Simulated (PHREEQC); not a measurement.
Consider water at 25 °C with 0.035 mol H2SO4, 0.00089 mol Al2(SO4)3 and 4.4e-05 mol MnSO4 per kg of water. Closed to the air; pH follows from the charge balance.

Model: ion-association model, phreeqc.dat, run in PHREEQC.

Precipitation was switched off in this run.

Question: Order these Al species by the share of Al that they hold, largest first: Al+3, Al(SO4)2-, AlHSO4+2, AlSO4+.

Answer: AlSO4+ (72 %), Al+3 (16 %), Al(SO4)2- (12 %), AlHSO4+2 (0.46 %)

The pH is 1.41 and the ionic strength 0.0609 mol/kgw.
